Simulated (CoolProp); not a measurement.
Properties of ethanol along the isotherm 260.25 °C (Tc = 241.6 °C, pc = 62.68 bar, ω = 0.644).

Computed with CoolProp (reference Helmholtz-energy equation of state, Schroeder 2014).

| p (bar) | phase | cp (kJ/(kg K)) | cv (kJ/(kg K)) | speed of sound (m/s) | Prandtl number |
|---|---|---|---|---|---|
| 10.4 | gas | 2.332 | 2.084 | 313.9 | 0.837 |
| 20.9 | gas | 2.532 | 2.183 | 302.8 | 0.872 |
| 31.3 | gas | ? | 2.294 | 290.4 | 0.921 |
| 41.8 | gas | 3.168 | 2.423 | 275.9 | 0.996 |
| 52.2 | gas | 3.776 | 2.576 | 258.4 | 1.12 |
| 62.7 | supercritical | 5.057 | 2.774 | 236.1 | 1.39 |
| 73.1 | supercritical | 9.233 | ? | 207.9 | 2.19 |
| 83.6 | supercritical | ? | 3.389 | 184.8 | 3.94 |
| 94 | supercritical | 9.304 | 3.336 | 223.8 | 3.11 |
| 104 | supercritical | 7.331 | 3.263 | 266.8 | 2.83 |
| 115 | supercritical | 6.352 | 3.206 | ? | 2.69 |
| 125 | supercritical | 5.837 | 3.170 | 343.1 | 2.62 |
| 136 | supercritical | 5.467 | 3.139 | 376.3 | 2.58 |
| 146 | supercritical | 5.230 | 3.116 | 403.4 | 2.56 |
| 157 | supercritical | 5.035 | 3.096 | 430.4 | 2.55 |

Q: Complete the blanks.

A: 
- 31.3, cp (kJ/(kg K)): 2.792
- 73.1, cv (kJ/(kg K)): 3.065
- 83.6, cp (kJ/(kg K)): 16.33
- 115, speed of sound (m/s): 309.1

The peak of cp marks the crossing from liquid-like to gas-like fluid above the critical point.

Viscosity comes from a separate model (Kiselev 2005). Thermal conductivity comes from a separate model (Assael 2013).
